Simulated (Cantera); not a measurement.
Feed: 1 mol Si, 3.8 mol N₂O, 120 mol H₂, 0.63 mol CO₂, equilibrated at 1873 K and 39.0 mbar.

Equilibrium computed with Cantera from the NASA thermochemical tables; the gas is ideal and each condensed phase is pure. The tables hold silica as quartz up to 1696 K and as liquid above; real silica turns to tridymite and cristobalite and melts near 1996 K. Equilibrium is a limit: real reactors are often held back by kinetics, nucleation or transport.

```csv
species,before,after
H₂,0.927,0.933
N₂,0.0303,0.0303
H₂O,0.0269,0.0241
CO,0.00498,0.00175
SiO,0.00760,0.00799
CO₂,3.52e-5,1.10e-5
H,0.00315,0.00316
"SiO₂(condensed), mol",0.0461,0
```
Gas species are given as mole fractions.

### Question
What was changed between the two runs?
A. CO₂ from 0.63 to 0.22 mol
B. H₂ from 120 to 7.3 mol
C. CO₂ from 0.63 to 0.098 mol
D. temperature from 1873 K to 1000 K

### Answer
A, CO₂ from 0.63 to 0.22 mol
